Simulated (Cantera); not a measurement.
# Thermodynamics of carbon deposition, reforming and gasification, feed CH4 + CO2

Feed: 1 mol CH4, 0.25 mol CO2, equilibrated at 10.0 mbar.

Method: chemical equilibrium by Gibbs-energy minimisation in Cantera with the NASA 1993 tables (ideal gas, pure condensed phases). Candidate condensed phases: C, C6H6, C7H8, C8H18, H2O; 110 gas species. Equilibrium is a limit: real reactors are often held back by kinetics, nucleation or transport.

```tsv
T (K)	log p H2	log p H	log p CO	log p C2H2 (acetylene)	log p C3	n C(graphite)
1473	-2.10	-5.95	-2.70	-7.28	<-14	0.750
1573	-2.10	-5.44	-2.70	-6.78	<-14	0.750
1673	-2.10	-4.99	-2.70	-6.34	<-14	0.750
1773	-2.10	-4.60	-2.70	-5.95	-13.30	0.749
1873	-2.10	-4.24	-2.70	-5.61	-12.01	0.749
1973	-2.10	-3.92	-2.70	-5.30	-10.85	0.747
2073	-2.11	-3.63	-2.70	-5.02	-9.80	0.745
2173	-2.12	-3.38	-2.71	-4.78	-8.86	0.741
2273	-2.14	-3.14	-2.71	-4.56	-8.00	0.736
2373	-2.16	-2.94	-2.72	-4.37	-7.21	0.727
2473	-2.20	-2.75	-2.74	-4.21	-6.49	0.715
2573	-2.25	-2.59	-2.76	-4.09	-5.82	0.699
2673	-2.33	-2.45	-2.78	-4.00	-5.21	0.676
2773	-2.43	-2.34	-2.81	-3.94	-4.65	0.637
```
log p: log10 of the partial pressure in bar; n: condensed amount in mol.

From 1473 K to 2773 K the condensed part is C(graphite). The main C-bearing gas is CO throughout.
